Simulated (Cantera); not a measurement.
Charge: 1 mol HF, 0.7 mol H2O, 7.4 mol O2, equilibrated at 0.130 bar.

Cantera equilibrium calculation (NASA polynomials, part measured and part estimated; ideal gas, pure solids and liquids). Candidate condensed phases: H2O; 22 gas species. The numbers say what is thermodynamically allowed, not how fast it happens.

x: gas mole fraction; nothing condenses.

| T (K) | x O2 | x HF | x H2O | x OH | x O |
|---|---|---|---|---|---|
| 1573 | 0.813 | 0.110 | 0.0768 | (withheld) | 2.61e-5 |
| 1623 | 0.813 | 0.110 | 0.0767 | (withheld) | 4.76e-5 |
| 1673 | 0.813 | 0.110 | 0.0766 | (withheld) | 8.36e-5 |
| 1723 | 0.813 | 0.110 | 0.0765 | (withheld) | 0.000142 |
| 1773 | 0.812 | 0.110 | 0.0763 | (withheld) | 0.000235 |
| 1823 | 0.812 | 0.110 | 0.0761 | (withheld) | 0.000377 |
| 1873 | 0.812 | 0.110 | 0.0758 | (withheld) | 0.000591 |
| 1923 | 0.811 | 0.110 | 0.0754 | (withheld) | 0.000904 |
| 1973 | 0.810 | 0.110 | 0.0749 | (withheld) | 0.00135 |
| 2023 | 0.809 | 0.110 | 0.0744 | (withheld) | 0.00199 |
| 2073 | 0.808 | 0.110 | 0.0737 | (withheld) | 0.00286 |
| 2123 | 0.806 | 0.109 | 0.0728 | (withheld) | 0.00406 |

Problem. Fill in the missing entries.

Solution. 
- 1573, x OH: 0.000294
- 1623, x OH: 0.000431
- 1673, x OH: 0.000617
- 1723, x OH: 0.000866
- 1773, x OH: 0.00119
- 1823, x OH: 0.00161
- 1873, x OH: 0.00214
- 1923, x OH: 0.00280
- 1973, x OH: 0.00362
- 2023, x OH: 0.00460
- 2073, x OH: 0.00578
- 2123, x OH: 0.00718
